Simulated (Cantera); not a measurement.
Charge: 1 mol Hg, 0.13 mol O2, 28 mol H2, equilibrated at 675 °C and 133 Pa.

Equilibrium computed with Cantera from the NASA thermochemical tables; the gas is ideal and each condensed phase is pure. Candidate condensed phases: H2O, Hg, HgO; 10 gas species. Equilibrium is a limit: real reactors are often held back by kinetics, nucleation or transport.

Base state: H2 0.957, Hg 0.0345, H2O 0.00897 (mole fractions); condensed: gas only.

What changes in the equilibrium state with this change: Hg replaced by Pb?


```csv
species,before,after
H2,0.957,0.987
H2O,0.00897,0.00925
Pb,0,0.00359
Hg,0.0345,0
"Pb(l), mol",0,0.899
```
Further candidate phases: Pb, PbO, PbO2, Pb3O4.
